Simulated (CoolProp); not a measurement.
Vapour-liquid equilibrium of CF4 (R14) (1) + R13 (2) at 2.1 bar; x and y are mole fractions of (1).

The numbers come from the multi-fluid Helmholtz-energy mixture model, Platzer 1990 and Platzer 1990; pair parameters Bell 2016 in CoolProp. This equation is an older, rougher fit; its heat capacities, sound speeds and derivatives of the liquid may be far off and weren't checked against measurements.

```json
[
 {"x": "0.05", "bubble temperature (K)": "196.9", "y at the bubble point": "0.384", "dew temperature at overall composition x (K)": "205.5", "liquid density (mol/L)": "14.41"},
 {"x": "0.125", "bubble temperature (K)": "186.5", "y at the bubble point": "0.665", "dew temperature at overall composition x (K)": "203.7", "liquid density (mol/L)": "14.89"},
 {"x": "0.2", "bubble temperature (K)": "179.6", "y at the bubble point": "0.792", "dew temperature at overall composition x (K)": "201.9", "liquid density (mol/L)": "15.26"},
 {"x": "0.275", "bubble temperature (K)": "174.8", "y at the bubble point": "0.858", "dew temperature at overall composition x (K)": "200.0", "liquid density (mol/L)": "15.55"},
 {"x": "0.35", "bubble temperature (K)": "171.2", "y at the bubble point": "0.897", "dew temperature at overall composition x (K)": "197.9", "liquid density (mol/L)": "15.80"},
 {"x": "0.425", "bubble temperature (K)": "168.4", "y at the bubble point": "0.922", "dew temperature at overall composition x (K)": "195.6", "liquid density (mol/L)": "16.03"},
 {"x": "0.5", "bubble temperature (K)": "166.2", "y at the bubble point": "0.940", "dew temperature at overall composition x (K)": "193.1", "liquid density (mol/L)": "16.24"},
 {"x": "0.575", "bubble temperature (K)": "164.3", "y at the bubble point": "0.954", "dew temperature at overall composition x (K)": "190.4", "liquid density (mol/L)": "16.44"},
 {"x": "0.65", "bubble temperature (K)": "162.6", "y at the bubble point": "0.965", "dew temperature at overall composition x (K)": "187.2", "liquid density (mol/L)": "16.64"},
 {"x": "0.725", "bubble temperature (K)": "161.1", "y at the bubble point": "0.974", "dew temperature at overall composition x (K)": "183.5", "liquid density (mol/L)": "16.83"},
 {"x": "0.8", "bubble temperature (K)": "159.8", "y at the bubble point": "0.982", "dew temperature at overall composition x (K)": "179.0", "liquid density (mol/L)": "17.02"},
 {"x": "0.875", "bubble temperature (K)": "158.5", "y at the bubble point": "0.989", "dew temperature at overall composition x (K)": "173.3", "liquid density (mol/L)": "17.20"},
 {"x": "0.95", "bubble temperature (K)": "157.2", "y at the bubble point": "0.996", "dew temperature at overall composition x (K)": "164.8", "liquid density (mol/L)": "17.39"}
]
```

No azeotrope shows between x = 0.05 and 0.95.

The pair parameters rest on a limited set of measurements; away from them the model extrapolates.
